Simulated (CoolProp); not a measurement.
Sulfur hexafluoride at several states: fugacity coefficient from the reference equation and from simpler models built on Tc = 318.7 K, pc = 37.55 bar, ω = 0.210; each cubic takes its own stable root.

The numbers come from the reference Helmholtz-energy equation of state, Guder 2009 in CoolProp.

| T (K) | p (bar) | phase | reference | van der Waals | Soave-Redlich-Kwong | Peng-Robinson |
|---|---|---|---|---|---|---|
| 412.9 | 14.2 | gas | [?] | [?] | [?] | 0.9405 |
| 575.7 | 3.2 | gas | 0.9975 | 0.9949 | 0.9983 | 0.9967 |
| 423.4 | 0.174 | gas | 0.9994 | 0.9993 | 0.9994 | 0.9993 |
| 450.3 | 0.123 | gas | 0.9997 | 0.9996 | 0.9997 | 0.9996 |
| 311.4 | 6.41 | gas | 0.9388 | [?] | [?] | 0.9317 |

Question: What belongs in the gaps?

Answer: 
- 412.9, reference: 0.9498
- 412.9, van der Waals: 0.9421
- 412.9, Soave-Redlich-Kwong: 0.9504
- 311.4, van der Waals: 0.9466
- 311.4, Soave-Redlich-Kwong: 0.9379
